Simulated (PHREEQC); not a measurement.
Ca(OH)2 is added in steps, without added water, to 1 kg of water holding 22 mmol/kgw HF, 5.6 mmol/kgw NaF and 0.063 mmol/kgw H2SO4, at 25 °C. Oxygen alone is held at its pressure in air (log pO2 = -0.68). CO2 from the air is kept out. The run lets Gypsum, Fluorite, Portlandite, Mirabilite precipitate or redissolve, and no other solid.

Base run: PHREEQC, ion-association model, wateq4f.dat. Each further column changes one thing. The table gives HF (mol/kgw).

```
Ca(OH)2 added (mol)      base  H2SO4 from 6.3e-05 to 6.3e-06 mol/kgw  diluted 2-fold with water  H2SO4 left out  no solid may form
-------------------  --------  -------------------------------------  -------------------------  --------------  -----------------
0                      0.0179                                 0.0179                    0.00889          0.0178             0.0179
0.0018                 0.0152                                 0.0151                    0.00600          0.0151             0.0154
0.0036                 0.0123                                 0.0123                    0.00308          0.0123             0.0126
0.0054                0.00945                                0.00938                   0.000205         0.00937            0.00970
0.0066                0.00750                                0.00742                   5.17e-12         0.00741            0.00770
0.0084                0.00452                                0.00443                   4.52e-13         0.00442            0.00463
0.0102                0.00148                                0.00138                   2.09e-13         0.00137            0.00151
0.012                2.88e-11                               2.71e-11                   1.31e-13        2.70e-11           2.27e-10
```

wateq4f.dat counts part of the HF as a dimer, H2F2, which phreeqc.dat doesn't know; its constant is uncertain.  In at least one series the solution becomes supersaturated in solids that the run did not let form, among them Fluorite. Solids allowed in the column 'H2SO4 left out': Fluorite, Portlandite.
